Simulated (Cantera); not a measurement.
Feed: 1 mol SiCl₄, 0.027 mol C₂H₂, 55 mol H₂, at 100000 Pa.

Equilibrium computed with Cantera from the NASA thermochemical tables; the gas is ideal and each condensed phase is pure. Candidate condensed phases: C, C₆H₆, C₇H₈, C₈H₁₈, Si, SiC; 109 gas species. Mutual solubility and eutectic melting of coexisting phases are not modelled. Gases not in the tables: Si₂H₆ and higher silanes. Kinetics and transport are ignored.

**Question.** What share of the Si ends up in condensed phases as a function of T (K), at 1200, 1350, 1500, 1650, 1800, 1950, 2100, 2250, 2400, 2550?

**Answer.** 
```tsv
T (K)	Si condensed (%)	as
1200	16.6	Si(s) + SiC(s)
1350	35.3	Si(s) + SiC(s)
1500	42.6	Si(s) + SiC(s)
1650	42.7	Si(s) + SiC(s)
1800	47.8	Si(l) + SiC(s)
1950	53.3	Si(l) + SiC(s)
2100	56.2	Si(l) + SiC(s)
2250	54.3	Si(l) + SiC(s)
2400	39.5	Si(l) + SiC(s)
2550	0.0	-
```
